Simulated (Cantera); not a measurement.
A closed system holds: 1 mol CH₃SiH₃, 0.028 mol C₂H₄, 63 mol H₂, equilibrated at 2223 K and 0.0120 bar.

Method: chemical equilibrium by Gibbs-energy minimisation in Cantera with the NASA 1993 tables (ideal gas, pure condensed phases). Candidate condensed phases: C, C₆H₆, C₇H₈, C₈H₁₈, Si, SiC; 87 gas species. The feed counts by its element totals alone. Gases not in the tables: Si₂H₆ and higher silanes. Rates play no part.

Base state: H₂ 0.935, H 0.0566, Si 0.00445, C₂H₂ (acetylene) 0.00266, SiC₂ 0.000457, Si₂C 0.000282, SiH 0.000200, SiH₂ 3.61e-5 (mole fractions); condensed: SiC(s).

**Question.** What changes in the equilibrium state with this change: temperature from 2223 K to 2475 K?

**Answer.** 
```csv
species,before,after
H₂,0.935,0.798
H,0.0566,0.183
Si,0.00445,0.0111
C₃,3.09e-7,1.51e-5
C₂H,5.93e-6,8.05e-5
"SiC(s), mol",0.608,0
```

**Question.** What changes in the equilibrium state with this change: temperature from 2223 K to 1173 K?

**Answer.** 
| species | before | after |
|---|---|---|
| H₂ | 0.935 | 1.000 |
| CH₄ | 2.60e-6 | 0.000233 |
| H | 0.0566 | 1.08e-6 |
| Si | 0.00445 | <1e-9 |
| SiC₂ | 0.000457 | <1e-9 |
| Si₂C | 0.000282 | <1e-9 |
| SiH | 0.000200 | <1e-9 |
| C₂H₂ (acetylene) | 0.00266 | 6.12e-8 |
| SiH₂ | 3.61e-5 | <1e-9 |
| SiC(s), mol | 0.608 | 1.00 |
| C(graphite), mol | 0 | 0.0406 |

**Question.** What changes in the equilibrium state with this change: pressure from 0.0120 bar to 0.00110 bar?

**Answer.** 
```csv
species,before,after
H₂,0.935,0.810
H,0.0566,0.174
Si,0.00445,0.0118
SiH₂,3.61e-5,7.61e-6
C₂H,5.93e-6,1.86e-5
SiC₂,0.000457,0.00124
"SiC(s), mol",0.608,0
"C(graphite), mol",0,0.510
```
